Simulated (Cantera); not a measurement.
## Diamond growth

A diamond (100) surface in a fixed gas of H2 with x(CH4) = 0.0065, x(H) = 0.0016, x(CH3) = 0.0012, at 1025 K; coverages are run to steady state.

Detailed kinetics in Cantera: the Harris–Goodwin 1993 mechanism for the reconstructed diamond (100) surface.

```csv
P (Pa),growth (µm/h),θ c6HH,θ c6H*,θ c6*H,θ c6**,θ c6HM
400,0.664,0.512,0.0180,0.345,0.00823,0.0815
710,1.60,0.487,0.0171,0.327,0.00780,0.114
1300,3.74,0.460,0.0161,0.308,0.00735,0.147
2300,7.78,0.439,0.0153,0.293,0.00698,0.175
4100,15.4,0.422,0.0147,0.281,0.00671,0.195
7300,29.4,0.411,0.0143,0.273,0.00652,0.209
13000,54.4,0.405,0.0141,0.268,0.00641,0.218
24000,103,0.400,0.0139,0.265,0.00634,0.223
```
θ: site fractions in the mechanism's names (c6HH fully hydrogenated, c6H* and c6*H radical sites, c6** diradical, c6HM methylated).
